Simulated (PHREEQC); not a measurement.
Consider water at 20 °C with 0.1 mol Al2(SO4)3, 0.26 mol ZnCl2, 8.8e-05 mol HCl and 0.00067 mol NaCl per kg of water. Closed to the air; pH follows from the charge balance.

All values are PHREEQC results (ion-association model, phreeqc.dat), not measurements.

| quantity | before | after |
|---|---|---|
| pH | 3.60 | 3.84 |
| ionic strength (mol/kgw) | 0.999 | 0.227 |
| Cl- (mol/kgw) | 0.469 | 0.102 |
| Zn+2 (mol/kgw) | 0.170 | 0.0381 |
| SO4-2 (mol/kgw) | 0.0525 | 0.0154 |
| SI of Gibbsite (Al(OH)3) | -0.12 | +0.27 |
| SI of Halite (NaCl) | -5.44 | -6.72 |

Problem. What was changed between the two runs?
(A) HCl from 8.8e-05 to 0.000132 mol/kgw
(B) 0.027 mol/kgw NaHCO3 added
(C) ZnCl2 replaced by ZnBr2 at the same molality
(D) NaCl from 0.00067 to 0.00335 mol/kgw
(E) diluted 5-fold with water

Solution. E, diluted 5-fold with water

This is a speciation only: nothing precipitates in the calculation. The ionic strength passes 0.7 mol/kgw, the rough limit of the ion-association models, in before. Some of these states are supersaturated (in Gibbsite (slow to form), for instance).
